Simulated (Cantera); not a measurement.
Charge: 1 mol BN, 0.12 mol O₂, 7.5 mol N₂, 31 mol Cl₂, at 16.0 Pa.

Method: chemical equilibrium by Gibbs-energy minimisation in Cantera with the NASA 1993 tables (ideal gas, pure condensed phases). Candidate condensed phases: B, BN, B₂O₃; 25 gas species. Kinetics and transport are ignored. All values below are at 948 K.

Base state: Cl₂ 0.760, N₂ 0.206, BCl₃ 0.0196, Cl 0.0118, B₃O₃Cl₃ 0.00206 (mole fractions); condensed: gas only.

Problem. What changes in the equilibrium state with this change: pressure from 16.0 Pa to 0.260 bar?

Solution. 
| species | before | after |
|---|---|---|
| Cl₂ | 0.760 | 0.771 |
| N₂ | 0.206 | 0.207 |
| BCl₃ | 0.0196 | 0.0197 |
| Cl | 0.0118 | 0.000295 |
| B₃O₃Cl₃ | 0.00206 | 0.00207 |
